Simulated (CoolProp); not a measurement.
Saturated liquid density (kg/m³) of sulfur dioxide: the reference equation beside estimates from Tc = 157.5 °C, pc = 78.87 bar, ω = 0.256.

Values from CoolProp's reference Helmholtz-energy equation of state, Gao 2016.

| T (°C) | reference | van der Waals | Redlich-Kwong | Soave-Redlich-Kwong | Peng-Robinson |
|---|---|---|---|---|---|
| -41.95 | 1544 | 905.6 | 1341 | 1374 | 1547 |
| -34.15 | 1524 | 895.6 | 1324 | 1359 | 1532 |
| -26.35 | 1504 | ___ | 1307 | 1344 | 1515 |
| -18.55 | 1484 | ___ | 1289 | 1328 | 1498 |
| -10.65 | 1463 | 864.1 | 1271 | 1311 | ___ |
| -2.85 | 1443 | ___ | ___ | 1293 | 1461 |
| 4.95 | 1422 | 841.7 | 1232 | 1275 | 1441 |
| 12.75 | 1401 | 829.9 | 1211 | 1256 | 1421 |
| 20.55 | 1379 | 817.8 | 1190 | 1236 | 1399 |
| 28.35 | 1357 | 805.3 | 1168 | 1215 | ___ |
| 36.15 | 1335 | 792.4 | ___ | 1193 | 1352 |

Problem. Some entries are withheld; supply them.

Solution. 
- -26.35, van der Waals: 885.5
- -18.55, van der Waals: 875.0
- -10.65, Peng-Robinson: 1480
- -2.85, van der Waals: 853.0
- -2.85, Redlich-Kwong: 1251
- 28.35, Peng-Robinson: 1376
- 36.15, Redlich-Kwong: 1145

Absolute difference from the reference over all 11 rows, mean and median: van der Waals 40.9 and 40.9 %, Redlich-Kwong 13.4 and 13.3 %, Soave-Redlich-Kwong 10.5 and 10.5 %, Peng-Robinson 1.1 and 1.2 %.
